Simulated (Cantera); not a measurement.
**Stirred combustor or abatement burner**

A perfectly stirred reactor is fed with 2.64 % C2H6, 20.1 % O2, 75.4 % N2, 1.87 % H2O, at 450000 Pa; it is adiabatic with a 498 K inlet, and is followed from long to short residence time, starting on the burning branch (τ in s: 0.04, 0.019, 0.0091, 0.0043, 0.0021, 0.00098, 0.00047, 0.00022, 0.00011, 5e-05, 2.4e-05).

Model: GRI-Mech 3.0 (53 species, 325 reactions), integrated in Cantera.

```csv
τ (s),T (K),x C2H6,x O2,x CH2O,x H,x CO,x CH4
0.040,1559,3.72e-6,0.107,8.45e-7,1.37e-6,0.000348,2.42e-7
0.019,1556,6.27e-6,0.107,1.48e-6,2.75e-6,0.000591,3.89e-7
0.0091,1552,1.06e-5,0.107,2.63e-6,5.43e-6,0.00101,6.60e-7
0.0043,1544,1.84e-5,0.108,4.97e-6,1.07e-5,0.00176,1.24e-6
0.0021,1530,3.29e-5,0.109,9.76e-6,1.96e-5,0.00310,2.64e-6
0.00098,1497,7.37e-5,0.111,2.44e-5,3.39e-5,0.00645,8.49e-6
0.00047,498,0.0264,0.201,<1e-12,<1e-12,<1e-12,<1e-12
0.00022,498,0.0264,0.201,<1e-12,<1e-12,<1e-12,<1e-12
0.00011,498,0.0264,0.201,<1e-12,<1e-12,<1e-12,<1e-12
5.0e-5,498,0.0264,0.201,<1e-12,<1e-12,<1e-12,<1e-12
2.4e-5,498,0.0264,0.201,<1e-12,<1e-12,<1e-12,<1e-12
```
x: mole fraction; the columns are a selection and need not sum to one.
